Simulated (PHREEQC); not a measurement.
Dissolve 0.6 mol/kgw MgCl2, 0.047 mol/kgw NaCl and 0.0018 mol/kgw KCl at 20 °C. Closed to the air; pH follows from the charge balance.

The numbers come from PHREEQC with the ion-association model, wateq4f.dat.

The ionic strength comes out as 1.85 mol/kgw. What activity coefficients do H+, Mg+2, Cl-, K+, Na+ get?

H+ 0.73, Mg+2 0.37, Cl- 0.57, K+ 0.57, Na+ 0.78.

No solid was allowed to form. The ionic strength is past about 0.7 mol/kgw, beyond the range of this activity model, so the values are rough.
